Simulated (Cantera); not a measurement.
A perfectly stirred reactor is fed with CH3OH : O2 : N2 = 1 : 3.66 : 13.8 (molar parts), equivalence ratio 0.41, at 1.01 bar; it is adiabatic with a 448 K inlet, and is followed from long to short residence time, starting on the burning branch (τ in s: 0.027, 0.015, 0.0082, 0.0046, 0.0025, 0.0014, 0.00079, 0.00044, 0.00024, 0.00014, 7.5e-05).

Computed with Cantera and GRI-Mech 3.0 (53 species, 325 reactions). GRI-Mech 3.0 was tuned for natural gas; its chemistry of methanol as a main component is partial and can be far from experiment.

Question: Predict: blow-out, bracketed by the residence times tried; x(CH3OH) at τ = 27.0 ms; x(O2) at τ = 27.0 ms; x(CH4) at τ = 27.0 ms; x(N2O) at τ = 27.0 ms; x(CH3OH) at τ = 1.40 ms; x(O2) at τ = 1.40 ms.

Answer: 
```json
{
 "blow_out_bracketed_by_the_residence_times_tried": "burning at 15.0 ms, out at 8.20 ms",
 "x(CH3OH) at τ = 27.0 ms": "3.63e-5",
 "x(O2) at τ = 27.0 ms": "0.115",
 "x(CH4) at τ = 27.0 ms": "1.58e-8",
 "x(N2O) at τ = 27.0 ms": "8.11e-7",
 "x(CH3OH) at τ = 1.40 ms": "0.0542",
 "x(O2) at τ = 1.40 ms": "0.198"
}
```
